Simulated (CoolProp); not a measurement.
Vapour-liquid equilibrium of dimethyl ether (1) + 1-butene (2) at 314.7 K; x and y are mole fractions of (1).

Computed with CoolProp (multi-fluid Helmholtz-energy mixture model, Wu 2011 and Lemmon 2005; pair parameters Bell 2016).

```csv
x,"bubble pressure, mixture model (MPa)","bubble pressure, Raoult's law (MPa)","y, mixture model","y, Raoult's law"
0.05,0.5080,0.4995,___,0.093
0.2,___,0.5669,___,0.327
0.35,___,0.6342,0.503,0.511
0.5,0.7411,0.7016,0.638,0.660
0.65,0.8033,0.7689,0.753,0.783
0.8,0.8595,0.8363,___,0.886
0.95,0.9103,0.9036,0.964,0.974
```

**Question.** Fill in the missing entries.

**Answer.** 
- 0.05, y, mixture model: 0.100
- 0.2, bubble pressure, mixture model (MPa): 0.5944
- 0.2, y, mixture model: 0.332
- 0.35, bubble pressure, mixture model (MPa): 0.6718
- 0.8, y, mixture model: 0.859

The largest gap from Raoult's law is +5.9 % in bubble pressure, at x = 0.35. No azeotrope shows between x = 0.05 and 0.95.

Pair parameters are fitted to limited data, so mixtures are less certain than the pure fluids.
